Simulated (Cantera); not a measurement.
A Cantera script and its output.

```python
import numpy as np
import cantera as ct

gas = ct.Solution("gri30.yaml")


def delay(T, t_max=10):
    gas.TPX = T, 100000, {'CH4': 1, 'H2': 0.1, 'O2': 1.02, 'N2': 3.85}
    reactor = ct.IdealGasReactor(gas, clone=False)
    net = ct.ReactorNet([reactor])
    net.rtol, net.atol = 1e-8, 1e-16
    while net.time < t_max:
        t_old, T_old = net.time, reactor.T
        net.step()
        if reactor.T > T + 400:  # ignition: a rise of 400 K
            return t_old + (T + 400 - T_old) / (reactor.T - T_old) * (net.time - t_old)
    return np.nan


taus = []
for T in [925, 975, 1025, 1075, 1125, 1175]:
    taus.append(delay(T))
    print(f"T0 = {T:6g} K   tau = {taus[-1]:.4e} s")
```

Output:

```
T0 =    925 K   tau = 4.9655e-01 s
T0 =    975 K   tau = 2.8226e-01 s
T0 =   1025 K   tau = 1.6705e-01 s
T0 =   1075 K   tau = 9.6975e-02 s
T0 =   1125 K   tau = 5.5084e-02 s
T0 =   1175 K   tau = 3.0936e-02 s
```

Model: GRI-Mech 3.0 (53 species, 325 reactions), integrated in Cantera. Below about 1000 K GRI-Mech 3.0 lacks low-temperature oxidation paths. Below about 950 K walls govern HO2 and H2O2 in real vessels.
